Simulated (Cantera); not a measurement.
A perfectly stirred reactor is fed with H2 : O2 : N2 = 1.4 : 1 : 14 (molar parts), at 97.5 Torr; it is held at 1298 K, and followed from long to short residence time.

Model: the H2/O2 subset of GRI-Mech 3.0, which has no nitrogen chemistry, integrated in Cantera. The temperature is held fixed by assumption; the heat of reaction is taken as removed at once.

Question: What does this change do: temperature 1298 to 873 K?

Answer: 
| quantity | before | after |
|---|---|---|
| x(H2) at τ = 6.00 s | 0.000156 | 0.00115 |
| x(O2) at τ = 6.00 s | 0.0191 | 0.0197 |
| x(O) at τ = 6.00 s | 5.95e-5 | 9.62e-6 |
| x(OH) at τ = 6.00 s | 0.000264 | 8.98e-6 |
| x(H) at τ = 6.00 s | 3.21e-5 | 1.05e-5 |
| x(H2) at τ = 43.0 ms | 0.00332 | 0.0121 |
| x(O2) at τ = 43.0 ms | 0.0205 | 0.0252 |
| x(O) at τ = 43.0 ms | 0.00144 | 0.000168 |
| x(OH) at τ = 43.0 ms | 0.00128 | 9.94e-5 |
| x(H) at τ = 43.0 ms | 0.00349 | 0.00101 |
Radical loss at walls, strong at low pressure, is not modelled. Below about 950 K walls govern HO2 and H2O2 in real vessels.
